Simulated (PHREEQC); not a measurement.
Consider water at 25 °C with 0.013 mol/kgw NH4F and 0.00019 mol/kgw K3PO4. Closed to the air; pH follows from the charge balance.

Equilibrium calculation in PHREEQC: ion-association model, wateq4f.dat.

No solid was allowed to form.

### Question
What pH does the model give?

### Answer
pH 7.56.

### Question
In which forms is P present?

### Answer
HPO4-2 76 %, H2PO4- 24 % of the P.

Complexes and solids missing from the database can't appear. H3PO4, which wateq4f.dat lacks, is added to it with the constant of phreeqc.dat.
